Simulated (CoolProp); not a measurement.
Values from CoolProp's reference Helmholtz-energy equation of state, Thol 2016.

**Question.** For hexamethyldisiloxane (MM), give the phase and the cp (kJ/(kg K)), cv (kJ/(kg K)) at 65.15 °C and 0.423 MPa; 139.15 °C and 0.395 MPa; 332.25 °C and 1.86 MPa.

**Answer.** 
- 65.15 °C and 0.423 MPa: liquid; cp 2.01, cv 1.64
- 139.15 °C and 0.395 MPa: liquid; cp 2.24, cv 1.83
- 332.25 °C and 1.86 MPa: gas; cp 2.38, cv 2.22
